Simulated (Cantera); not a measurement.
A Cantera script and its output.

```python
import numpy as np
import cantera as ct

gas = ct.Solution("gri30.yaml")


def delay(T, t_max=10):
    gas.TPX = T, 49000, {'CH4': 1, 'O2': 2.6, 'N2': 9.77, 'H2O': 1}
    reactor = ct.IdealGasConstPressureReactor(gas, clone=False)
    net = ct.ReactorNet([reactor])
    net.rtol, net.atol = 1e-8, 1e-16
    while net.time < t_max:
        t_old, T_old = net.time, reactor.T
        net.step()
        if reactor.T > T + 400:  # ignition: a rise of 400 K
            return t_old + (T + 400 - T_old) / (reactor.T - T_old) * (net.time - t_old)
    return np.nan


taus = []
for T in [1148, 1223, 1298, 1373, 1448]:
    taus.append(delay(T))
    print(f"T0 = {T:6g} K   tau = {taus[-1]:.4e} s")

# d ln(tau) / d ln(k), from doubling and halving each rate constant
T, sens = 1448, []
for i in range(gas.n_reactions):
    gas.set_multiplier(2.0, i)
    up = delay(T)
    gas.set_multiplier(0.5, i)
    down = delay(T)
    gas.set_multiplier(1.0, i)
    sens.append((np.log(up / down) / np.log(4.0), gas.reaction(i).equation))
sens.sort(key=lambda x: -abs(x[0]))
print(f"sensitivities at {T} K")
for s, eq in sens[:10]:
    print(f"{s:8.3f}  {eq}")
```

Output:

```
T0 =   1148 K   tau = 1.8727e-01 s
T0 =   1223 K   tau = 6.1616e-02 s
T0 =   1298 K   tau = 2.2007e-02 s
T0 =   1373 K   tau = 8.5222e-03 s
T0 =   1448 K   tau = 3.6072e-03 s
sensitivities at 1448 K
  -0.479  CH3 + O2 <=> CH3O + O
   0.376  2 CH3 (+M) <=> C2H6 (+M)
  -0.376  H + O2 <=> O + OH
   0.285  CH4 + H <=> CH3 + H2
  -0.206  CH3 + O2 <=> CH2O + OH
  -0.144  CH3 + HO2 <=> CH3O + OH
  -0.136  2 CH3 <=> C2H5 + H
   0.116  CH4 + OH <=> CH3 + H2O
  -0.106  CH2O + CH3 <=> CH4 + HCO
  -0.102  CH2O + O2 <=> HCO + HO2
```

Computed with Cantera and GRI-Mech 3.0 (53 species, 325 reactions).
